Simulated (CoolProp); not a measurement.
Vapour-liquid equilibrium of diethyl ether (1) + ethanol (2) at 1.26 MPa; x and y are mole fractions of (1).

Computed with CoolProp (multi-fluid Helmholtz-energy mixture model, Thol 2014 and Schroeder 2014; pair parameters Bell 2016).

Give the bubble temperature and the first vapour's composition at x = 0.425, 0.5, 0.875. Is there an azeotrope?

x = 0.425: 413.4 K, y = 0.582; x = 0.5: 411.4 K, y = 0.638; x = 0.875: 405.1 K, y = 0.892. No azeotrope shows between x = 0.05 and 0.95.

Pair parameters are fitted to limited data, so mixtures are less certain than the pure fluids.
